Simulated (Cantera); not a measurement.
Feed: 1 mol MgO, 26 mol HF, 5.7 mol H2, equilibrated at 1302 °C and 19.0 mbar.

Method: chemical equilibrium by Gibbs-energy minimisation in Cantera with the NASA 1993 tables (ideal gas, pure condensed phases). Candidate condensed phases: H2O, Mg, MgF2, MgO, Mg(OH)2; 31 gas species. Rates play no part.

Base state: HF 0.773, H2 0.184, H2O 0.0322, MgF2 0.0106, H 0.000129, MgF 1.21e-5 (mole fractions); condensed: MgF2(l).

Q: What changes in the equilibrium state with this change: temperature from 1302 °C to 400 °C?

A: 
```csv
species,before,after
HF,0.773,0.782
H2,0.184,0.186
H2O,0.0322,0.0326
MgF2,0.0106,<1e-9
H,0.000129,<1e-9
MgF,1.21e-5,<1e-9
"MgF2(l), mol",0.669,0
"MgF2(s), mol",0,1.00
```
